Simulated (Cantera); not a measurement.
Charge: 1 mol Pb, 0.13 mol CO, 2.2 mol H2, 0.11 mol O2, held at 750 K and 0.000140 bar.

Cantera equilibrium calculation (NASA polynomials, part measured and part estimated; ideal gas, pure solids and liquids). Candidate condensed phases: C, C6H6, C7H8, C8H18, H2O, Pb, PbO, PbO2, Pb3O4; 113 gas species. Rates play no part.

Base state: H2 0.869, H2O 0.0751, CO 0.0365, CO2 0.0193, Pb 6.77e-5 (mole fractions); condensed: Pb(l).

Q: What changes in the equilibrium state with this change: O2 from 0.11 to 0.19 mol?

A: 
```json
[
 {"species": "H2", "before": "0.869", "after": "0.809"},
 {"species": "H2O", "before": "0.0751", "after": "0.135"},
 {"species": "CO2", "before": "0.0193", "after": "0.0282"},
 {"species": "CO", "before": "0.0365", "after": "0.0276"},
 {"species": "Pb", "before": "6.77e-5", "after": "6.77e-5"},
 {"species": "Pb(l), mol", "before": "1.000", "after": "1.000"}
]
```
